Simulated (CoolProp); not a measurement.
A simple Rankine cycle with propylene: condensing at 305.15 K, boiler at 3.82 MPa, turbine inlet 356.6 K, turbine efficiency 0.9, pump efficiency 0.7, no recuperator. Each further row changes one setting.

The numbers come from the reference Helmholtz-energy equation of state, Lemmon 2013 in CoolProp.

| case | thermal efficiency (%) | net work (kJ/kg) | heat in (kJ/kg) | turbine exit temperature (K) | volume ratio over the turbine |
|---|---|---|---|---|---|
| as stated | 9.4 | 30.5 | 325 | 305.1 | 3.25 |
| turbine inlet 376.6 K | 10.2 | 40.2 | [?] | 321.5 | 2.92 |
| condensing temperature 297.15 K | 10.8 | [?] | 346 | 297.2 | 3.98 |
| boiler pressure 2.67 MPa | 7.2 | 27.6 | [?] | 322.7 | 1.98 |
| turbine efficiency 0.8 | 8.1 | 26.3 | 325 | 305.1 | 3.29 |

Q: Complete the blanks.

A: 
- turbine inlet 376.6 K, heat in (kJ/kg): 394
- condensing temperature 297.15 K, net work (kJ/kg): 37.5
- boiler pressure 2.67 MPa, heat in (kJ/kg): 384

The expansion ends wet for: as stated; condensing temperature 297.15 K; turbine efficiency 0.8.
